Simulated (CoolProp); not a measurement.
Saturation properties of C3F8 (R218) (Tc = 345.0 K, pc = 2640 kPa, ω = 0.317).

Computed with CoolProp (reference Helmholtz-energy equation of state, Lemmon 2006). It is a short technical equation, of lower accuracy than the large ones.

```tsv
T (K)	p (kPa)	liquid density (kg/m³)	vapour density (kg/m³)
162.9	0.5550	1876	[?]
166.2	[?]	1865	0.1078
169.5	[?]	1853	0.1483
172.8	1.532	1842	[?]
176	2.066	1831	0.2664
179.3	2.775	1819	[?]
182.6	3.681	[?]	0.4584
185.9	4.825	[?]	0.5909
189.2	6.253	1785	[?]
192.5	8.019	1773	0.9510
```

Fill in the missing entries.


- 162.9, vapour density (kg/m³): 0.07715
- 166.2, p (kPa): 0.7910
- 169.5, p (kPa): 1.109
- 172.8, vapour density (kg/m³): 0.2010
- 179.3, vapour density (kg/m³): 0.3516
- 182.6, liquid density (kg/m³): 1808
- 185.9, liquid density (kg/m³): 1796
- 189.2, vapour density (kg/m³): 0.7534

It boils at 236.4 K under 1 atm.
